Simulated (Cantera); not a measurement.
A Cantera script and its output.

```python
import numpy as np
import cantera as ct

gas = ct.Solution("gri30.yaml")
gas.TPX = 1150, 100000, {'CH4': 1, 'CO': 0.23, 'O2': 5.72, 'N2': 21.5}
reactor = ct.IdealGasReactor(gas, energy="on", clone=False)
net = ct.ReactorNet([reactor])
net.rtol, net.atol = 1e-08, 1e-16
show = ['CH4', 'CO', 'O2', 'NO2', 'C2H6']
times = np.geomspace(2e-06, 3, 13)

steps = ct.SolutionArray(gas, extra=["t"])
rows = []
print(f"{'t/s':>10s}{'T/K':>9s}{'P/Pa':>11s}" + "".join(f"{s:>11s}" for s in show))
for t in times:
    while net.time < t:
        t_next = net.step()
        steps.append(gas.state, t=t_next)
    rows.append([np.interp(t, steps.t, y) for y in (steps.T, steps.P, *steps(*show).X.T)])
    print(f"{t:10.3e}{rows[-1][0]:9.1f}{rows[-1][1]:11.4g}" + "".join(f"{x:11.3e}" for x in rows[-1][2:]))
rate = np.gradient(steps.T, steps.t)
print("integrator steps:", len(steps.t))
if steps.T.max() > steps.T[0] + 200:
    print(f"time of steepest temperature rise: {steps.t[rate.argmax()]:.4e} s")
gas.TPX = 1150, 100000, {'CH4': 1, 'CO': 0.23, 'O2': 5.72, 'N2': 21.5}
gas.equilibrate("UV")
print(f"equilibrium (UV): T = {gas.T:.1f} K  " + "  ".join(f"{s} {gas[s].X[0]:.3e}" for s in show))
```

Result:

```
       t/s      T/K       P/Pa        CH4         CO         O2        NO2       C2H6
 2.000e-06   1150.0      1e+05  3.515e-02  8.084e-03  2.011e-01  1.850e-30  2.977e-18
 6.542e-06   1150.0      1e+05  3.515e-02  8.084e-03  2.011e-01  1.319e-28  1.370e-16
 2.140e-05   1150.0      1e+05  3.515e-02  8.084e-03  2.011e-01  7.092e-27  6.520e-15
 6.999e-05   1150.0      1e+05  3.515e-02  8.084e-03  2.011e-01  2.874e-25  2.668e-13
 2.289e-04   1150.0      1e+05  3.515e-02  8.084e-03  2.011e-01  1.082e-23  1.060e-11
 7.489e-04   1150.0      1e+05  3.515e-02  8.084e-03  2.011e-01  4.269e-22  4.909e-10
 2.449e-03   1150.0      1e+05  3.515e-02  8.084e-03  2.011e-01  2.158e-20  3.700e-08
 8.012e-03   1150.2      1e+05  3.512e-02  8.083e-03  2.010e-01  1.908e-18  2.922e-06
 2.621e-02   1151.8  1.002e+05  3.492e-02  8.089e-03  2.009e-01  2.583e-16  4.245e-05
 8.572e-02   2173.8  1.885e+05  6.513e-22  4.446e-04  1.259e-01  1.243e-06  9.045e-41
 2.804e-01   2163.0  1.876e+05  5.365e-22  4.165e-04  1.239e-01  6.939e-06  6.329e-41
 9.172e-01   2154.2  1.868e+05  4.557e-22  3.946e-04  1.223e-01  1.162e-05  4.687e-41
 3.000e+00   2153.5  1.867e+05  4.495e-22  3.929e-04  1.222e-01  1.200e-05  4.572e-41
integrator steps: 2189
time of steepest temperature rise: 5.6341e-02 s
equilibrium (UV): T = 2153.5 K  CH4 7.112e-22  CO 3.929e-04  O2 1.222e-01  NO2 1.201e-05  C2H6 8.075e-41
```

Model: GRI-Mech 3.0 (53 species, 325 reactions), integrated in Cantera.
